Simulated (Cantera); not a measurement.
Cantera run:

```python
import numpy as np
import cantera as ct

gas_names = """
    O2 CL2
""".split()
cond_names = """
    Sr(b) SrCL2(a) SrO(s)
""".split()


def load(file, names, dense=False):
    # The tables refer to 1 bar. Condensed volumes are neglected.
    table = {s.name: s for s in ct.Species.list_from_file(file)}
    out = []
    for n in names:
        d = dict(table[n].input_data)
        d["thermo"] = dict(d["thermo"], **{"reference-pressure": 1e5})
        if dense:
            d["equation-of-state"] = {"model": "constant-volume", "density": "1e6 g/cm^3"}
        out.append(ct.Species.from_dict(d))
    return out


species = {s.name: s for s in load("nasa_gas.yaml", gas_names) + load("nasa_condensed.yaml", cond_names)}
T = 925
g = {n: (s.thermo.h(T) - T * s.thermo.s(T)) / (ct.gas_constant * T * np.log(10)) for n, s in species.items()}
valid = cond_names  # the entries whose range holds T


def stable(la, lb):
    # potentials (over RT ln 10) of the two non-metals from log10 p(O2) and log10 p(CL2) in bar
    mu = {}
    mu["O"] = (g["O2"] + la) / 2
    mu["Cl"] = (g["CL2"] + lb) / 2
    cost = {}
    for n in valid:
        c = species[n].composition
        cost[n] = (g[n] - sum(c.get(e, 0) * m for e, m in mu.items())) / c["Sr"]
    return min(cost, key=cost.get)


results = []
for lb in [1, -0.5, -2, -3.5, -5, -6.5, -8, -9.5, -11, -12.5, -14, -15.5, -17]:
    row = [stable(la, lb) for la in [-35, -32.9, -30.9, -28.8, -26.8, -24.7, -22.6, -20.6, -18.5, -16.5, -14.4, -12.4, -10.3, -8.2, -6.2, -4.1, -2.1, 0]]
    results.append(row)
    print(f"{lb:6.1f}  " + " ".join(f"{valid.index(n):x}" for n in row))
print("key: " + ", ".join(f"{i:x} {n}" for i, n in enumerate(valid)))
```

It prints:

```
   1.0  1 1 1 1 1 1 1 1 1 1 1 1 1 1 1 1 1 1
  -0.5  1 1 1 1 1 1 1 1 1 1 1 1 1 1 1 1 1 1
  -2.0  1 1 1 1 1 1 1 1 1 1 1 1 1 1 1 1 1 1
  -3.5  1 1 1 1 1 1 1 1 1 1 1 1 1 1 1 1 1 1
  -5.0  1 1 1 1 1 1 1 1 1 1 1 1 1 1 1 1 1 1
  -6.5  1 1 1 1 1 1 1 1 1 1 1 1 1 1 1 1 1 1
  -8.0  1 1 1 1 1 1 1 1 1 1 1 1 1 1 1 1 1 1
  -9.5  1 1 1 1 1 1 1 1 1 1 1 1 1 1 1 1 1 1
 -11.0  1 1 1 1 1 1 1 1 1 1 1 1 1 1 1 1 1 2
 -12.5  1 1 1 1 1 1 1 1 1 1 1 1 1 1 1 2 2 2
 -14.0  1 1 1 1 1 1 1 1 1 1 1 1 1 1 2 2 2 2
 -15.5  1 1 1 1 1 1 1 1 1 1 1 1 1 2 2 2 2 2
 -17.0  1 1 1 1 1 1 1 1 1 1 1 2 2 2 2 2 2 2
key: 0 Sr(b), 1 SrCL2(a), 2 SrO(s)
```

Standard-state values (1 bar) from the NASA 1993 polynomials, evaluated with Cantera. Not in the tables: the peroxide, oxide halides.
